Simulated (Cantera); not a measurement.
**Thermodynamics of chlorosilane synthesis and conversion, feed Si + H2 + Cl2**

Feed: 1 mol Si, 3.1 mol H2, a varied amount of Cl2, equilibrated at 1198 K and 1.70 bar.

Equilibrium computed with Cantera from the NASA thermochemical tables; the gas is ideal and each condensed phase is pure. Candidate condensed phases: Si; 19 gas species. The tables' values for SiCl3 are old estimates; treat these amounts as uncertain. Kinetics and transport are ignored.

From 0.5 mol Cl2 to 1.8 mol Cl2 the condensed part is Si(s). From 1.9 mol Cl2 to 2.1 mol Cl2 nothing is condensed. The main Si-bearing gas is SiCl4 throughout.

```csv
n(Cl2) (mol),log p H2,log p SiCl4,log p HCl,log p SiHCl3,log p SiCl3,log p SiCl2,log p SiH2Cl2,log p SiH3Cl,n Si(s)
0.5,0.18,-1.18,-1.27,-1.30,-2.23,-2.34,-2.31,-3.88,0.740
0.66,0.17,-1.04,-1.24,-1.21,-2.13,-2.27,-2.25,-3.87,0.653
0.81,0.16,-0.94,-1.22,-1.14,-2.06,-2.22,-2.22,-3.86,0.571
0.97,0.14,-0.86,-1.20,-1.08,-1.99,-2.18,-2.19,-3.86,0.485
1.1,0.13,-0.80,-1.19,-1.04,-1.95,-2.15,-2.17,-3.86,0.415
1.3,0.12,-0.73,-1.18,-1.00,-1.90,-2.12,-2.15,-3.86,0.307
1.4,0.11,-0.70,-1.18,-0.98,-1.87,-2.10,-2.14,-3.86,0.253
1.6,0.10,-0.64,-1.17,-0.94,-1.83,-2.07,-2.12,-3.87,0.146
1.8,0.09,-0.59,-1.17,-0.91,-1.79,-2.05,-2.11,-3.88,0.0389
1.9,0.08,-0.56,-1.12,-0.93,-1.81,-2.12,-2.19,-4.01,0
2.1,0.06,-0.48,-0.80,-1.20,-2.07,-2.71,-2.80,-4.96,0
```
log p: log10 of the partial pressure in bar; n: condensed amount in mol.
